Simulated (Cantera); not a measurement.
A closed system holds: 1 mol Fe, 4.9 mol CO, 150 mol H2, 10 mol CO2, held at 101000 Pa.

Equilibrium computed with Cantera from the NASA thermochemical tables; the gas is ideal and each condensed phase is pure. Candidate condensed phases: C, C6H6, C7H8, C8H18, Fe, Fe(CO)5, FeO, Fe(OH)2, Fe(OH)3, Fe2O3, Fe3O4, H2O; 114 gas species. Kinetics and transport are ignored.

x: gas mole fraction; n: condensed amount in mol.

```json
[
 {"T (K)": "973", "x H2": "0.819", "x CO": "0.0564", "x H2O": "0.0849", "x CH4": "0.0300", "x CO2": "0.00941", "x H": "9.72e-10", "n Fe(α)": "1.00", "n Fe(γ)": "0", "n Fe(δ)": "0", "n Fe(l)": "0"},
 {"T (K)": "1073", "x H2": "0.849", "x CO": "0.0801", "x H2O": "0.0601", "x CH4": "0.00500", "x CO2": "0.00615", "x H": "1.28e-8", "n Fe(α)": "1.00", "n Fe(γ)": "0", "n Fe(δ)": "0", "n Fe(l)": "0"},
 {"T (K)": "1173", "x H2": "0.853", "x CO": "0.0853", "x H2O": "0.0569", "x CH4": "0.000659", "x CO2": "0.00448", "x H": "1.08e-7", "n Fe(α)": "1.000", "n Fe(γ)": "0", "n Fe(δ)": "0", "n Fe(l)": "0"},
 {"T (K)": "1273", "x H2": "0.852", "x CO": "0.0867", "x H2O": "0.0572", "x CH4": "…", "x CO2": "…", "x H": "…", "n Fe(α)": "0", "n Fe(γ)": "1.000", "n Fe(δ)": "0", "n Fe(l)": "0"},
 {"T (K)": "1373", "x H2": "0.852", "x CO": "0.0875", "x H2O": "0.0578", "x CH4": "2.26e-5", "x CO2": "0.00288", "x H": "3.05e-6", "n Fe(α)": "0", "n Fe(γ)": "1.000", "n Fe(δ)": "0", "n Fe(l)": "0"},
 {"T (K)": "1473", "x H2": "0.851", "x CO": "0.0879", "x H2O": "0.0582", "x CH4": "5.88e-6", "x CO2": "0.00243", "x H": "1.16e-5", "n Fe(α)": "0", "n Fe(γ)": "1.000", "n Fe(δ)": "0", "n Fe(l)": "0"},
 {"T (K)": "1573", "x H2": "0.851", "x CO": "0.0883", "x H2O": "0.0585", "x CH4": "…", "x CO2": "…", "x H": "…", "n Fe(α)": "0", "n Fe(γ)": "1.000", "n Fe(δ)": "0", "n Fe(l)": "0"},
 {"T (K)": "1673", "x H2": "0.851", "x CO": "0.0885", "x H2O": "0.0588", "x CH4": "6.50e-7", "x CO2": "0.00185", "x H": "0.000104", "n Fe(α)": "0", "n Fe(γ)": "0", "n Fe(δ)": "0.999", "n Fe(l)": "0"},
 {"T (K)": "1773", "x H2": "0.850", "x CO": "0.0887", "x H2O": "0.0590", "x CH4": "2.61e-7", "x CO2": "0.00166", "x H": "0.000261", "n Fe(α)": "0", "n Fe(γ)": "0", "n Fe(δ)": "0.997", "n Fe(l)": "0"},
 {"T (K)": "1873", "x H2": "0.850", "x CO": "0.0888", "x H2O": "0.0591", "x CH4": "1.16e-7", "x CO2": "0.00150", "x H": "0.000591", "n Fe(α)": "0", "n Fe(γ)": "0", "n Fe(δ)": "0", "n Fe(l)": "0.987"},
 {"T (K)": "1973", "x H2": "0.849", "x CO": "0.0889", "x H2O": "0.0592", "x CH4": "5.63e-8", "x CO2": "0.00138", "x H": "0.00124", "n Fe(α)": "0", "n Fe(γ)": "0", "n Fe(δ)": "0", "n Fe(l)": "0.956"},
 {"T (K)": "2073", "x H2": "0.847", "x CO": "0.0889", "x H2O": "0.0592", "x CH4": "2.93e-8", "x CO2": "0.00128", "x H": "0.00241", "n Fe(α)": "0", "n Fe(γ)": "0", "n Fe(δ)": "0", "n Fe(l)": "0.868"}
]
```

### Question
Some entries are withheld; supply them.

### Answer

- 1273, x CH4: 0.000108
- 1273, x CO2: 0.00352
- 1273, x H: 6.54e-7
- 1573, x CH4: 1.82e-6
- 1573, x CO2: 0.00210
- 1573, x H: 3.73e-5
